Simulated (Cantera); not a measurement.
Input: 1 mol FeS, 4 mol H2S, 0.042 mol CO2, at 0.100 bar.

Equilibrium computed with Cantera from the NASA thermochemical tables; the gas is ideal and each condensed phase is pure. Candidate condensed phases: C, C6H6, C7H8, C8H18, Fe, Fe(CO)5, FeO, Fe(OH)2, Fe(OH)3, FeS, FeSO4, FeS2, Fe2O3, Fe2(SO4)3, Fe3O4, H2O, H2SO4, S; 127 gas species. FeS: taken at fixed stoichiometry. Gases not in the tables: S3 to S7. The numbers say what is thermodynamically allowed, not how fast it happens.

Problem. Which condensed phases are stable at each of these points (T (K)): 823, 873, 923, 973, 1023, 1073, 1123, 1173, 1223, 1273, 1323, 1373, 1423, 1473?

Solution. 
```tsv
T (K)	condensed phases	Fe condensed (%)
823	FeS(s) + FeS2(s)	100.0
873	FeS(s)	100.0
923	FeS(s)	100.0
973	FeS(s)	100.0
1023	FeS(s)	100.0
1073	FeS(s)	100.0
1123	FeS(s)	100.0
1173	FeS(s)	100.0
1223	FeS(s)	100.0
1273	FeS(s)	100.0
1323	FeS(s)	100.0
1373	FeS(s)	100.0
1423	FeS(s)	100.0
1473	FeS(l)	100.0
```

At 823 K the condensed part is FeS(s) + FeS2(s). From 873 K to 1423 K the condensed part is FeS(s). At 1473 K the condensed part is FeS(l).
